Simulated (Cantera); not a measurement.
Charge: 1 mol Fe₃O₄, 1.9 mol CH₄, 20 mol H₂, equilibrated at 36.0 mbar.

Method: chemical equilibrium by Gibbs-energy minimisation in Cantera with the NASA 1993 tables (ideal gas, pure condensed phases). Candidate condensed phases: C, C₆H₆, C₇H₈, C₈H₁₈, Fe, Fe(CO)₅, FeO, Fe(OH)₂, Fe(OH)₃, Fe₂O₃, Fe₃O₄, H₂O; 114 gas species. Kinetics and transport are ignored.

Task: Which condensed phases are stable at each of these points (T (K)): 900, 1000, 1100, 1200, 1300, 1400, 1500, 1600?

Result: 
```tsv
T (K)	condensed phases	Fe condensed (%)
900	Fe(α)	100.0
1000	Fe(α)	100.0
1100	Fe(α)	100.0
1200	Fe(γ)	100.0
1300	Fe(γ)	100.0
1400	Fe(γ)	100.0
1500	Fe(γ)	100.0
1600	Fe(γ)	100.0
```

From 900 K to 1100 K the condensed part is Fe(α). From 1200 K to 1600 K the condensed part is Fe(γ).
